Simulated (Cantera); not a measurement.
Feed: 1 mol CH3Cl, 0.23 mol F2, held at 2777 °C and 0.320 bar.

Method: chemical equilibrium by Gibbs-energy minimisation in Cantera with the NASA 1993 tables (ideal gas, pure condensed phases). Candidate condensed phases: C, C6H6, C7H8, C8H18; 118 gas species. The tables' values for CCl are old estimates; treat these amounts as uncertain. Equilibrium is a limit: real reactors are often held back by kinetics, nucleation or transport.

Base state: HCl 0.267, H2 0.253, HF 0.176, H 0.163, Cl 0.117, C2H2 (acetylene) 0.0182, C2H 0.00216, C3 0.00165 (mole fractions); condensed: C(graphite).

**Question.** What changes in the equilibrium state with this change: temperature from 2777 °C to 1702 °C?

**Answer.** 
| species | before | after |
|---|---|---|
| HCl | 0.267 | 0.446 |
| H2 | 0.253 | 0.345 |
| HF | 0.176 | 0.206 |
| H | 0.163 | 0.00142 |
| Cl | 0.117 | 0.00137 |
| C2H2 (acetylene) | 0.0182 | 0.000224 |
| C3 | 0.00165 | <1e-9 |
| C | 0.000253 | <1e-9 |
| C2 | 0.000169 | <1e-9 |
| C2H | 0.00216 | 1.58e-8 |
| C(graphite), mol | 0.870 | 0.999 |

**Question.** What changes in the equilibrium state with this change: pressure from 0.320 bar to 13.3 mbar?

**Answer.** 
| species | before | after |
|---|---|---|
| H | 0.163 | 0.457 |
| Cl | 0.117 | 0.215 |
| HF | 0.176 | 0.120 |
| HCl | 0.267 | 0.0572 |
| H2 | 0.253 | 0.0825 |
| C3 | 0.00165 | 0.0395 |
| C2H2 (acetylene) | 0.0182 | 0.00592 |
| CH3 | 1.53e-5 | 5.81e-7 |
| C2 | 0.000169 | 0.00405 |
| C5 | 3.50e-5 | 0.000839 |
| C(graphite), mol | 0.870 | 0.401 |
